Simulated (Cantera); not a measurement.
A Cantera script and what it prints.

```python
import numpy as np
import cantera as ct

gas_names = """
    H HI HO2 H2 H2O H2O2 I I2 O OH O2 O3
""".split()
cond_names = """
    H2O(s) H2O(L) I2(cr) I2(L)
""".split()


def load(file, names, dense=False):
    # The tables refer to 1 bar. Condensed volumes are neglected.
    table = {s.name: s for s in ct.Species.list_from_file(file)}
    out = []
    for n in names:
        d = dict(table[n].input_data)
        d["thermo"] = dict(d["thermo"], **{"reference-pressure": 1e5})
        if dense:
            d["equation-of-state"] = {"model": "constant-volume", "density": "1e6 g/cm^3"}
        out.append(ct.Species.from_dict(d))
    return out


gas = ct.Solution(thermo="ideal-gas", species=load("nasa_gas.yaml", gas_names))
cond = {s.name: ct.Solution(thermo="fixed-stoichiometry", species=[s], name=s.name)
        for s in load("nasa_condensed.yaml", cond_names, dense=True)}
atoms = {
    'HI': {'H': 1, 'I': 1},
    'H2O': {'H': 2, 'O': 1},
    'H2': {'H': 2},
}
top_T = {}  # K; cautious upper limits of use, not melting points


def equilibrate(T, P, feed):
    n = {}
    for name, mol in feed.items():
        for a, k in atoms[name].items():
            n[a] = n.get(a, 0.0) + k * mol
    gas.TPX = T, P, n
    mass = sum(n.values()) * gas.mean_molecular_weight
    gas.equilibrate("TP")
    valid = [c for c in cond.values() if c.min_temp <= T <= top_T.get(c.name, c.max_temp)]
    mix = ct.Mixture([(gas, mass / gas.mean_molecular_weight)] + [(c, 0.0) for c in valid])
    mix.T, mix.P = T, P
    mix.equilibrate("TP", solver="vcs", rtol=1e-11, max_steps=5000)
    return mix


results = []
feed = {'HI': 1, 'H2O': 0.28, 'H2': 3.4}  # mol
P = 2300  # Pa
for T in [1473, 1573, 1673, 1773, 1873, 1973, 2073, 2173, 2273, 2373, 2473, 2573]:
    mix = equilibrate(T, P, feed)
    results.append((T, P, feed, dict(zip(mix.species_names, mix.species_moles))))
    x = sorted(zip(gas.X, gas.species_names), reverse=True)
    print(f"T = {T:g} K  P = {P:g} Pa  gas = {mix.phase_moles(0):.4g} mol")
    print("   x: " + "  ".join(f"{s} {v:.3e}" for v, s in x if v > 1e-06))
    print("   condensed (mol): " + ("  ".join(f"{mix.phase(i).name} {mix.phase_moles(i):.4g}"
          for i in range(1, mix.n_phases) if mix.phase_moles(i) > 1e-12) or "none"))
```

It prints:

```
T = 1473 K  P = 2300 Pa  gas = 5.014 mol
   x: H2 7.450e-01  I 1.332e-01  HI 6.552e-02  H2O 5.584e-02  I2 3.390e-04  H 7.200e-05
   condensed (mol): none
T = 1573 K  P = 2300 Pa  gas = 5.059 mol
   x: H2 7.470e-01  I 1.498e-01  H2O 5.534e-02  HI 4.749e-02  H 2.317e-04  I2 1.912e-04
   condensed (mol): none
T = 1673 K  P = 2300 Pa  gas = 5.093 mol
   x: H2 7.481e-01  I 1.614e-01  H2O 5.498e-02  HI 3.473e-02  H 6.495e-04  I2 1.090e-04  OH 2.296e-06
   condensed (mol): none
T = 1773 K  P = 2300 Pa  gas = 5.118 mol
   x: H2 7.483e-01  I 1.695e-01  H2O 5.470e-02  HI 2.582e-02  H 1.623e-03  I2 6.380e-05  OH 7.352e-06
   condensed (mol): none
T = 1873 K  P = 2300 Pa  gas = 5.139 mol
   x: H2 7.473e-01  I 1.750e-01  H2O 5.446e-02  HI 1.956e-02  H 3.679e-03  I2 3.863e-05  OH 2.081e-05
   condensed (mol): none
T = 1973 K  P = 2300 Pa  gas = 5.161 mol
   x: H2 7.443e-01  I 1.786e-01  H2O 5.420e-02  HI 1.509e-02  H 7.676e-03  OH 5.306e-05  I2 2.420e-05
   condensed (mol): none
T = 2073 K  P = 2300 Pa  gas = 5.188 mol
   x: H2 7.384e-01  I 1.809e-01  H2O 5.384e-02  H 1.490e-02  HI 1.183e-02  OH 1.236e-04  I2 1.566e-05  O 1.790e-06
   condensed (mol): none
T = 2173 K  P = 2300 Pa  gas = 5.227 mol
   x: H2 7.280e-01  I 1.819e-01  H2O 5.329e-02  H 2.715e-02  HI 9.391e-03  OH 2.661e-04  I2 1.041e-05  O 6.958e-06
   condensed (mol): none
T = 2273 K  P = 2300 Pa  gas = 5.285 mol
   x: H2 7.111e-01  I 1.817e-01  H2O 5.242e-02  H 4.671e-02  HI 7.518e-03  OH 5.345e-04  O 2.410e-05  I2 7.087e-06
   condensed (mol): none
T = 2373 K  P = 2300 Pa  gas = 5.372 mol
   x: H2 6.855e-01  I 1.801e-01  H 7.624e-02  H2O 5.104e-02  HI 6.037e-03  OH 1.008e-03  O 7.547e-05  I2 4.905e-06  O2 2.332e-06
   condensed (mol): none
T = 2473 K  P = 2300 Pa  gas = 5.498 mol
   x: H2 6.488e-01  I 1.770e-01  H 1.184e-01  H2O 4.890e-02  HI 4.836e-03  OH 1.793e-03  O 2.163e-04  O2 6.706e-06  I2 3.431e-06
   condensed (mol): none
T = 2573 K  P = 2300 Pa  gas = 5.679 mol
   x: H2 5.993e-01  H 1.753e-01  I 1.722e-01  H2O 4.569e-02  HI 3.839e-03  OH 3.005e-03  O 5.715e-04  O2 1.778e-05  I2 2.411e-06
   condensed (mol): none
```

These are equilibrium values from Cantera (NASA tables, ideal gas, pure condensed phases), not measurements of a reactor.
